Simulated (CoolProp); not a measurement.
Properties of sulfur hexafluoride at several states (Tc = 45.6 °C, pc = 3.755 MPa, ω = 0.210).

Model: reference Helmholtz-energy equation of state, Guder 2009, in CoolProp.

| T (°C) | p (MPa) | phase | Z | expansivity (1/kK) | viscosity (µPa s) |
|---|---|---|---|---|---|
| 246.15 | 0.018 | gas | 0.9998 | 1.928 | ? |
| 326.35 | 10.3 | supercritical | 0.9785 | 2.272 | ? |
| 251.95 | 0.0167 | gas | 0.9998 | 1.906 | ? |

Question: What belongs in the gaps?

Answer: 
- 246.15, viscosity (µPa s): 24.5
- 326.35, viscosity (µPa s): 33.1
- 251.95, viscosity (µPa s): 24.8

Viscosity comes from a separate model (Quiñones-Cisneros 2012).
